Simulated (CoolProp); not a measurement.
Vapour-liquid equilibrium of propane (1) + R152A (2) at -25.25 °C; x and y are mole fractions of (1).

Model: multi-fluid Helmholtz-energy mixture model, Lemmon 2009 and Outcalt 1996; pair parameters Bell 2016, in CoolProp.

```
x      bubble pressure, mixture model (bar)  bubble pressure, Raoult's law (bar)  y, mixture model  y, Raoult's law
-----  ------------------------------------  -----------------------------------  ----------------  ---------------
0.05                                  1.276                                1.012        (withheld)            0.100
0.125                                 1.621                                1.091             0.458            0.231
0.2                              (withheld)                                1.171             0.548            0.344
0.275                                 1.996                                1.250             0.600            0.443
0.35                                  2.091                                1.329        (withheld)            0.531
0.425                                 2.153                                1.408             0.657            0.608
0.5                                   2.194                                1.487             0.676            0.677
0.575                                 2.223                                1.566             0.694            0.740
0.65                                  2.243                                1.646             0.713            0.796
0.725                                 2.253                                1.725             0.737            0.847
0.8                              (withheld)                                1.804             0.771            0.894
0.875                                 2.215                                1.883        (withheld)            0.936
0.95                                  2.126                                1.962             0.908            0.976
```

Question: What belongs in the gaps?

Answer: 
- 0.05, y, mixture model: 0.274
- 0.2, bubble pressure, mixture model (bar): 1.848
- 0.35, y, mixture model: 0.633
- 0.8, bubble pressure, mixture model (bar): 2.248
- 0.875, y, mixture model: 0.822

The largest gap from Raoult's law is +59.7 % in bubble pressure, at x = 0.275. y crosses x between x = 0.725 and 0.8: the model has an azeotrope there.

Pair parameters are fitted to limited data, so mixtures are less certain than the pure fluids. With so large a gap from Raoult's law the liquid may split in two, which this calculation doesn't test in full.
